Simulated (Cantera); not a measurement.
Input (Python, Cantera) and output of one run.

```python
import numpy as np
import cantera as ct

gas_names = [...]  # 118 gases of nasa_gas.yaml made of C, Cl, F, H
cond_names = """
    C(gr) C6H6(L) C7H8(L) C8H18(L),n-octa
""".split()


# ... load() reads the species with a 1 bar reference pressure and builds the phases ...
atoms = {
    'CH3Cl': {'C': 1, 'H': 3, 'CL': 1},
    'F2': {'F': 2},
    'H2': {'H': 2},
}
top_T = {'C(gr)': 4500}  # K; cautious upper limits of use, not melting points


# ... equilibrate(T, P, feed) seeds the gas with the atoms and calls Mixture.equilibrate('TP', solver="vcs", rtol=1e-11, max_steps=5000) ...
results = []
feed = {'CH3Cl': 1, 'F2': 0.021, 'H2': 0.55}  # mol
T = 2050  # K
P = 1000  # Pa
mix = equilibrate(T, P, feed)
results.append((T, P, feed, dict(zip(mix.species_names, mix.species_moles))))
x = sorted(zip(gas.X, gas.species_names), reverse=True)
print(f"T = {T:g} K  P = {P:g} Pa  gas = {mix.phase_moles(0):.4g} mol")
print("   x: " + "  ".join(f"{s} {v:.3e}" for v, s in x if v > 0.0001))
print("   condensed (mol): " + ("  ".join(f"{mix.phase(i).name} {mix.phase_moles(i):.4g}"
      for i in range(1, mix.n_phases) if mix.phase_moles(i) > 1e-12) or "none"))
```

Result:

```
T = 2050 K  P = 1000 Pa  gas = 2.604 mol
   x: H2 5.820e-01  HCL 3.757e-01  H 1.731e-02  HF 1.613e-02  CL 8.270e-03  C2H2,acetylene 6.179e-04
   condensed (mol): C(gr) 0.9968
```

These are equilibrium values from Cantera (NASA tables, ideal gas, pure condensed phases), not measurements of a reactor.
